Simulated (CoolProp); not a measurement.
R1336mzz(E) along the isobar 1.01 bar: fugacity coefficient from the reference equation and from simpler models built on Tc = 130.4 °C, pc = 27.79 bar, ω = 0.413; each cubic takes its own stable root.

Values from CoolProp's reference Helmholtz-energy equation of state, Akasaka 2023.

```tsv
T (°C)	phase	reference	van der Waals	Redlich-Kwong	Soave-Redlich-Kwong	Peng-Robinson
24.35	gas	0.9618	0.9780	0.9711	0.9662	0.9645
36.85	gas	0.9669	0.9799	0.9741	0.9702	0.9685
49.35	gas	0.9712	0.9817	0.9768	0.9737	0.9720
61.85	gas	0.9748	0.9832	0.9791	0.9767	0.9751
74.35	gas	0.9778	0.9846	0.9811	0.9793	0.9777
86.85	gas	0.9804	0.9858	0.9829	0.9816	0.9801
99.35	gas	0.9826	0.9869	0.9845	0.9836	0.9821
111.85	gas	0.9845	0.9879	0.9859	0.9854	0.9839
124.35	gas	0.9862	0.9888	0.9871	0.9870	0.9855
136.85	gas	0.9877	0.9896	0.9882	0.9883	0.9870
```
